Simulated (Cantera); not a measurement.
What does this Cantera script print?

```python
import numpy as np
import cantera as ct

gas_names = """
    C CN CO CO2 C2 CCN CNC C2N2 C2O C3 C3O2 C4 C4N2 C5 N NCO NO NO2 NO3 N2 N2O O O2 O3 Si SiC SiC2 SiN
    SiO SiO2 Si2 Si2C Si2N Si3
""".split()
cond_names = """
    C(gr) Si(cr) Si(L) SiC(b) SiO2(Lqz) SiO2(hqz) SiO2(L) Si2N2O(s) Si3N4(a)
""".split()


# ... load() reads the species with a 1 bar reference pressure and builds the phases ...
atoms = {
    'SiC': {'Si': 1, 'C': 1},
    'O2': {'O': 2},
    'N2': {'N': 2},
}
top_T = {'C(gr)': 4500, 'SiC(b)': 3050, 'Si2N2O(s)': 2100, 'Si3N4(a)': 2400}  # K; cautious upper limits of use, not melting points


# ... equilibrate(T, P, feed) seeds the gas with the atoms and calls Mixture.equilibrate('TP', solver="vcs", rtol=1e-11, max_steps=5000) ...
results = []
feed = {'SiC': 1, 'O2': 0.018, 'N2': 28}  # mol
T = 1373.15  # K
P = 220  # Pa
mix = equilibrate(T, P, feed)
results.append((T, P, feed, dict(zip(mix.species_names, mix.species_moles))))
x = sorted(zip(gas.X, gas.species_names), reverse=True)
print(f"T = {T:g} K  P = {P:g} Pa  gas = {mix.phase_moles(0):.4g} mol")
print("   x: " + "  ".join(f"{s} {v:.3e}" for v, s in x if v > 1e-05))
print("   condensed (mol): " + ("  ".join(f"{mix.phase(i).name} {mix.phase_moles(i):.4g}"
      for i in range(1, mix.n_phases) if mix.phase_moles(i) > 1e-12) or "none"))
```

Result:

```
T = 1373.15 K  P = 220 Pa  gas = 28.01 mol
   x: N2 9.991e-01  CO 8.559e-04
   condensed (mol): SiC(b) 0.976  Si2N2O(s) 0.01195
```

Method: chemical equilibrium by Gibbs-energy minimisation in Cantera with the NASA 1993 tables (ideal gas, pure condensed phases). N2 is the only nitrogen source here; it is nearly inert below about 1500 K, so the nitride shown seldom forms there in practice. Mutual solubility and eutectic melting of coexisting phases are not modelled.
